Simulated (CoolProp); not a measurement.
Sulfur dioxide along the isotherm 467 K: fugacity coefficient from the reference equation and from simpler models built on Tc = 430.6 K, pc = 7.887 MPa, ω = 0.256; each cubic takes its own stable root.

Values from CoolProp's reference Helmholtz-energy equation of state, Gao 2016.

```json
[
 {"p (MPa)": "2.19", "phase": "gas", "reference": "0.9286"},
 {"p (MPa)": "4.38", "phase": "gas", "reference": "0.8592"},
 {"p (MPa)": "6.56", "phase": "gas", "reference": "0.7917"},
 {"p (MPa)": "8.75", "phase": "supercritical", "reference": "0.7251"},
 {"p (MPa)": "10.9", "phase": "supercritical", "reference": "0.6604"},
 {"p (MPa)": "13.1", "phase": "supercritical", "reference": "0.5963"},
 {"p (MPa)": "15.3", "phase": "supercritical", "reference": "0.5413"},
 {"p (MPa)": "17.5", "phase": "supercritical", "reference": "0.4975"},
 {"p (MPa)": "19.7", "phase": "supercritical", "reference": "0.4627"},
 {"p (MPa)": "21.9", "phase": "supercritical", "reference": "0.4348"},
 {"p (MPa)": "24.1", "phase": "supercritical", "reference": "0.4121"},
 {"p (MPa)": "26.2", "phase": "supercritical", "reference": "0.3940"},
 {"p (MPa)": "28.4", "phase": "supercritical", "reference": "0.3782"},
 {"p (MPa)": "30.6", "phase": "supercritical", "reference": "0.3649"},
 {"p (MPa)": "32.8", "phase": "supercritical", "reference": "0.3536"},
 {"p (MPa)": "35", "phase": "supercritical", "reference": "0.3440"}
]
```

Question: How far does each simpler model (van der Waals, Soave-Redlich-Kwong, Peng-Robinson) lie from the reference over these 16 states: mean and median of the absolute difference, and the worst?

Answer: 
- van der Waals: mean 4.2 %, median 2.2 %, worst +12.8 % at 467 K and 35 MPa
- Soave-Redlich-Kwong: mean 4.7 %, median 4.9 %, worst +10.0 % at 467 K and 35 MPa
- Peng-Robinson: mean 1.2 %, median 0.9 %, worst -2.8 % at 467 K and 10.9 MPa
